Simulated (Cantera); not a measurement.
A perfectly stirred reactor is fed with CH₃OH : O₂ : N₂ = 1 : 2.08 : 7.83 (molar parts), equivalence ratio 0.72, at 220000 Pa; it is adiabatic with a 748 K inlet, and is followed from long to short residence time, starting on the burning branch (τ in s: 0.045, 0.023, 0.011, 0.0056, 0.0028, 0.0014, 0.00069, 0.00034, 0.00017, 8.5e-05, 4.2e-05, 2.1e-05).

Cantera simulation using GRI-Mech 3.0 (53 species, 325 reactions); the numbers are that mechanism's predictions, not measurements. GRI-Mech 3.0 was tuned for natural gas; its chemistry of methanol as a main component is partial and can be far from experiment.

### Question
What does this change do: pressure from 220000 Pa to 500000 Pa?

### Answer
```csv
quantity,before,after
"blow-out, bracketed by the residence times tried","burning at 42.0 µs, out at 21.0 µs","burning at 21.0 µs, the shortest tried"
x(CH₃OH) at τ = 45.0 ms,8.83e-7,4.94e-7
x(O₂) at τ = 45.0 ms,0.0500,0.0495
x(HCN) at τ = 45.0 ms,1.14e-8,1.26e-8
x(NO) at τ = 45.0 ms,0.00159,0.00227
x(HCO) at τ = 45.0 ms,3.13e-8,1.38e-8
x(CH₃OH) at τ = 0.690 ms,2.51e-5,1.86e-5
x(O₂) at τ = 0.690 ms,0.0538,0.0521
x(HCN) at τ = 0.690 ms,1.61e-8,1.79e-8
x(NO) at τ = 0.690 ms,8.20e-5,0.000120
x(HCO) at τ = 0.690 ms,2.05e-6,9.10e-7
```

### Question
What does this change do: pressure from 220000 Pa to 101000 Pa?

### Answer
```tsv
quantity	before	after
blow-out, bracketed by the residence times tried	burning at 42.0 µs, out at 21.0 µs	burning at 85.0 µs, out at 42.0 µs
x(CH₃OH) at τ = 45.0 ms	8.83e-7	1.47e-6
x(O₂) at τ = 45.0 ms	0.0500	0.0506
x(HCN) at τ = 45.0 ms	1.14e-8	9.00e-9
x(NO) at τ = 45.0 ms	0.00159	0.00110
x(HCO) at τ = 45.0 ms	3.13e-8	6.81e-8
x(CH₃OH) at τ = 0.690 ms	2.51e-5	3.46e-5
x(O₂) at τ = 0.690 ms	0.0538	0.0564
x(HCN) at τ = 0.690 ms	1.61e-8	2.47e-8
x(NO) at τ = 0.690 ms	8.20e-5	4.40e-5
x(HCO) at τ = 0.690 ms	2.05e-6	4.28e-6
```
